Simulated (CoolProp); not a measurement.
Vapour-liquid equilibrium of n-butane (1) + cyclohexane (2) at 310.4 K; x and y are mole fractions of (1).

Model: multi-fluid Helmholtz-energy mixture model, Bücker 2006 and Zhou 2014; pair parameters Bell 2016, in CoolProp.

```json
[
 {"x": "0.05", "bubble pressure, mixture model (kPa)": "33.89", "bubble pressure, Raoult's law (kPa)": "38.45", "y, mixture model": "0.379", "y, Raoult's law": "0.455"},
 {"x": "0.15", "bubble pressure, mixture model (kPa)": "___", "bubble pressure, Raoult's law (kPa)": "71.27", "y, mixture model": "0.694", "y, Raoult's law": "0.737"},
 {"x": "0.25", "bubble pressure, mixture model (kPa)": "___", "bubble pressure, Raoult's law (kPa)": "104.1", "y, mixture model": "0.822", "y, Raoult's law": "0.841"},
 {"x": "0.35", "bubble pressure, mixture model (kPa)": "___", "bubble pressure, Raoult's law (kPa)": "136.9", "y, mixture model": "0.887", "y, Raoult's law": "0.895"},
 {"x": "0.45", "bubble pressure, mixture model (kPa)": "163.7", "bubble pressure, Raoult's law (kPa)": "169.7", "y, mixture model": "0.925", "y, Raoult's law": "0.929"},
 {"x": "0.55", "bubble pressure, mixture model (kPa)": "198.8", "bubble pressure, Raoult's law (kPa)": "202.6", "y, mixture model": "0.949", "y, Raoult's law": "0.951"},
 {"x": "0.65", "bubble pressure, mixture model (kPa)": "232.8", "bubble pressure, Raoult's law (kPa)": "235.4", "y, mixture model": "0.965", "y, Raoult's law": "0.967"},
 {"x": "0.75", "bubble pressure, mixture model (kPa)": "___", "bubble pressure, Raoult's law (kPa)": "268.2", "y, mixture model": "0.977", "y, Raoult's law": "0.979"},
 {"x": "0.85", "bubble pressure, mixture model (kPa)": "298.9", "bubble pressure, Raoult's law (kPa)": "301.0", "y, mixture model": "___", "y, Raoult's law": "0.989"},
 {"x": "0.95", "bubble pressure, mixture model (kPa)": "332.6", "bubble pressure, Raoult's law (kPa)": "333.8", "y, mixture model": "___", "y, Raoult's law": "0.997"}
]
```

Problem. What belongs in the gaps?

Solution. 
- 0.15, bubble pressure, mixture model (kPa): 61.78
- 0.25, bubble pressure, mixture model (kPa): 93.87
- 0.35, bubble pressure, mixture model (kPa): 128.4
- 0.75, bubble pressure, mixture model (kPa): 266.0
- 0.85, y, mixture model: 0.987
- 0.95, y, mixture model: 0.996

The largest gap from Raoult's law is -13.3 % in bubble pressure, at x = 0.15. No azeotrope shows between x = 0.05 and 0.95.

Pair parameters are fitted to limited data, so mixtures are less certain than the pure fluids.
